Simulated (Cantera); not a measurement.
A closed system holds: 1 mol Si, 0.57 mol Cl2, 1.4 mol H2, held at 750 °C.

Equilibrium computed with Cantera from the NASA thermochemical tables; the gas is ideal and each condensed phase is pure. Candidate condensed phases: Si; 19 gas species. The tables' values for SiCl3 are old estimates; treat these amounts as uncertain. Rates play no part.

log p: log10 of the partial pressure in bar; n: condensed amount in mol.

```
P (Pa)   log p H2  log p SiCl4  log p SiHCl3  log p HCl  log p SiH2Cl2  log p SiCl3  log p SiCl2  n Si(s)
-------  --------  -----------  ------------  ---------  -------------  -----------  -----------  -------
10000       -1.10        -1.88         -2.44      -2.60          -3.97        -3.53            ?    0.707
26000       -0.68        -1.48         -1.93      -2.29          -3.35        -3.23            ?    0.701
67000       -0.27        -1.08         -1.44      -1.99          -2.74        -2.93            ?    0.695
170000       0.13        -0.71         -0.95      -1.69          -2.15        -2.65            ?    0.688
450000       0.55        -0.32         -0.45      -1.39          -1.54        -2.36            ?    0.680
1200000      0.98         0.06          0.05      -1.08          -0.92        -2.07            ?    0.671
3000000      1.37         0.41          0.51      -0.80          -0.35        -1.82            ?    0.661
```

**Question.** Some entries are withheld; supply them.

**Answer.** 
- 10000, log p SiCl2: -3.86
- 26000, log p SiCl2: -3.66
- 67000, log p SiCl2: -3.46
- 170000, log p SiCl2: -3.27
- 450000, log p SiCl2: -3.08
- 1200000, log p SiCl2: -2.89
- 3000000, log p SiCl2: -2.71
